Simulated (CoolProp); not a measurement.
Saturated liquid density (kg/m³) of trans-2-butene: the reference equation beside estimates from Tc = 428.6 K, pc = 4.019 MPa, ω = 0.210. Rackett uses Z = 0.29056 − 0.08775 ω.

Model: reference Helmholtz-energy equation of state, Lemmon 2005, in CoolProp. It is a short technical equation, of lower accuracy than the large ones.

```csv
T (K),reference,Rackett,van der Waals,Soave-Redlich-Kwong
286.9,611.8,600.4,370.5,556.1
289.7,608.5,597.2,368.6,552.9
292.4,605.4,594.1,366.7,549.7
295.2,602.1,590.8,364.7,546.3
298,598.7,587.5,362.7,542.9
300.8,595.4,584.1,360.6,539.5
303.5,592.1,580.8,358.6,536.1
306.3,588.6,577.4,356.5,532.5
309.1,585.2,574.0,354.4,528.9
311.9,581.7,570.5,352.2,525.2
314.6,578.3,567.1,350.1,521.5
317.4,574.7,563.5,347.9,517.7
320.2,571.1,559.9,345.6,513.8
323,567.4,556.3,343.4,509.8
```

Absolute difference from the reference over all 14 rows, mean and median: Rackett 1.9 and 1.9 %, van der Waals 39.4 and 39.4 %, Soave-Redlich-Kwong 9.5 and 9.5 %.
